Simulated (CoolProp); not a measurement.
A single-stage vapour-compression cycle with neopentane: evaporating at 326.15 K (dew point), condensing at 389.15 K (bubble point), superheat 2 K, subcooling 0 K, compressor efficiency 0.75, no pressure losses. Each further row changes one setting.

Computed with CoolProp (reference Helmholtz-energy equation of state, Lemmon 2006). It is a short technical equation, of lower accuracy than the large ones.

| case | cooling COP | pressure ratio | discharge temperature (K) | refrigerating effect (kJ/kg) | volumetric capacity (kJ/m³) |
|---|---|---|---|---|---|
| as stated | 1.96 | 3.93 | 389.1 | 109 | 1250 |
| evaporating temperature 331.15 K | 2.30 | ? | 389.1 | 117 | 1520 |
| condensing temperature 384.15 K | 2.36 | ? | 384.2 | 124 | ? |
| subcooling 5 K | 2.24 | 3.93 | 389.1 | 125 | ? |
| superheat 12 K | ? | 3.93 | 389.1 | 129 | 1410 |
| compressor efficiency 0.65 | ? | 3.93 | 389.1 | 109 | 1250 |

**Question.** Some entries are withheld; supply them.

**Answer.** 
- evaporating temperature 331.15 K, pressure ratio: 3.46
- condensing temperature 384.15 K, pressure ratio: 3.59
- condensing temperature 384.15 K, volumetric capacity (kJ/m³): 1420
- subcooling 5 K, volumetric capacity (kJ/m³): 1430
- superheat 12 K, cooling COP: 2.14
- compressor efficiency 0.65, cooling COP: 1.70

The compression ends wet for: as stated; evaporating temperature 331.15 K; condensing temperature 384.15 K; subcooling 5 K; superheat 12 K; compressor efficiency 0.65.
